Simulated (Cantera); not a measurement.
Cantera with NASA thermochemical tables; ideal gases at 1 bar, condensed phases pure. Values are per mole of reaction as written; species without (g) are pure solids or liquids, kept so even where they would boil at 1 bar.

Problem. Between 1173 and 1373 K, where is each reaction favourable under standard conditions?
- PbO(g) + I2(g) = O(g) + PbI2(g)

Solution. 
- PbO(g) + I2(g) = O(g) + PbI2(g): ΔG° is 85 kJ at 1173 K and 79 kJ at 1373 K; it stays positive (K < 1). ΔH° is 119 kJ and ΔS° 29 J/K at 1373 K.
